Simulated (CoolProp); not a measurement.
Ammonia at 293.15 K and 1.52 MPa flows at 2 m/s in a round tube of 4.6 mm bore and 45 µm roughness, fully developed (64/Re and Nu = 3.66 if laminar; Colebrook and Gnielinski if turbulent). Each further row changes one setting.

Model: reference Helmholtz-energy equation of state, Gao 2020, in CoolProp.

```
case             Reynolds number  Darcy friction factor  pressure drop (Pa/m)  heat-transfer coefficient (W/(m² K))  mass flow (kg/h)
---------------  ---------------  ---------------------  --------------------  ------------------------------------  ----------------
as stated                  40400             (withheld)                 10400                            (withheld)              73.1
velocity 4 m/s             80900                 0.0384                 40800                            (withheld)        (withheld)
diameter 9.2 mm            80900                 0.0313                  4160                            (withheld)        (withheld)
```

**Question.** Fill in the missing entries.

**Answer.** 
- as stated, Darcy friction factor: 0.0391
- as stated, heat-transfer coefficient (W/(m² K)): 23400
- velocity 4 m/s, heat-transfer coefficient (W/(m² K)): 46600
- velocity 4 m/s, mass flow (kg/h): 146
- diameter 9.2 mm, heat-transfer coefficient (W/(m² K)): 19300
- diameter 9.2 mm, mass flow (kg/h): 292

Viscosity comes from a separate model (Fenghour 1995). Thermal conductivity comes from a separate model (Tufeu 1984).
